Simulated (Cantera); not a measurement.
Gas mixture: CH3OH : H2 : CH4 = 0.38 : 0.49 : 0.76 (molar parts), at 2200 Pa, frozen composition.

Cantera's kinetic-theory transport with the Lennard-Jones parameters of GRI-Mech 3.0, ideal gas; thermal conductivity in the mixture-averaged form. Polar gases are described roughly by these parameters. The composition is frozen, though it would react at the higher temperatures.

D: mixture-averaged diffusion coefficient of that species in the mixture.

```csv
T (K),ρ (kg/m³),cp (J/kg/K),μ (µPa s),λ (mW/m/K),Pr,D (cm²/s) NO,D (cm²/s) H2O,D (cm²/s) O
400,0.0103,2551,14.2,76.2,0.476,19.2,20.6,(withheld)
600,0.00686,3155,20.0,120,0.526,39.1,45.1,(withheld)
800,0.00515,3687,25.0,165,0.557,64.1,77.0,(withheld)
1000,0.00412,4133,29.5,211,0.578,93.5,115,(withheld)
1200,0.00343,4495,33.7,257,0.590,127,159,(withheld)
1400,0.00294,4788,37.6,301,0.598,164,209,(withheld)
```

### Question
Complete the blanks.

### Answer

- 400, D (cm²/s) O: 29.4
- 600, D (cm²/s) O: 59.5
- 800, D (cm²/s) O: 97.2
- 1000, D (cm²/s) O: 142
- 1200, D (cm²/s) O: 192
- 1400, D (cm²/s) O: 249
